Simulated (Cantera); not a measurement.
# Low-pressure radical oxidation in H2/O2

An isothermal, constant-pressure homogeneous reactor starts with H₂ : O₂ = 0.059 : 1 (molar parts), at 1150 K and 160 Pa.

Cantera simulation using GRI-Mech 3.0 (53 species, 325 reactions); the numbers are that mechanism's predictions, not measurements. Radical loss at walls, strong at low pressure, is not modelled. The temperature is held fixed by assumption; the heat of reaction is taken as removed at once.

| t (s) | x H₂ | x O₂ | x H₂O | x HO₂ | x H | x OH |
|---|---|---|---|---|---|---|
| 6.00e-6 | 0.0557 | 0.944 | <1e-12 | 1.30e-11 | 1.29e-11 | <1e-12 |
| 1.49e-5 | 0.0557 | 0.944 | <1e-12 | 3.21e-11 | 3.16e-11 | <1e-12 |
| 3.69e-5 | 0.0557 | 0.944 | <1e-12 | 7.97e-11 | 7.67e-11 | 3.03e-12 |
| 9.15e-5 | 0.0557 | 0.944 | 1.03e-12 | 1.98e-10 | 1.81e-10 | 1.75e-11 |
| 0.000227 | 0.0557 | 0.944 | 1.41e-11 | 4.90e-10 | 4.04e-10 | 9.34e-11 |
| 0.000563 | 0.0557 | 0.944 | 1.73e-10 | 1.22e-9 | 8.68e-10 | 4.37e-10 |
| 0.00140 | 0.0557 | 0.944 | 1.90e-9 | 3.02e-9 | 2.24e-9 | 1.91e-9 |
| 0.00346 | 0.0557 | 0.944 | 2.59e-8 | 7.49e-9 | 1.23e-8 | 1.32e-8 |
| 0.00859 | 0.0557 | 0.944 | 1.60e-6 | 1.92e-8 | 5.72e-7 | 6.39e-7 |
| 0.0213 | 0.0402 | 0.933 | 0.0115 | 4.46e-7 | 0.00446 | 0.00351 |
| 0.0529 | 0.00103 | 0.901 | 0.0477 | 5.32e-7 | 0.0108 | 0.00319 |
| 0.131 | 0.000967 | 0.903 | 0.0482 | 5.27e-7 | 0.0101 | 0.00309 |
| 0.325 | 0.000889 | 0.907 | 0.0492 | 5.20e-7 | 0.00876 | 0.00297 |
| 0.806 | 0.000721 | 0.915 | 0.0511 | 5.01e-7 | 0.00619 | 0.00269 |
| 2.00 | 0.000440 | 0.926 | 0.0538 | 4.44e-7 | 0.00282 | 0.00211 |
x: mole fraction; the columns are a selection and need not sum to one.

Equilibrium at this temperature and pressure: H₂ 6.38e-9, O₂ 0.943, H₂O 0.0573, HO₂ 3.51e-9, H 1.50e-10, OH 8.14e-6 (gas phase only).
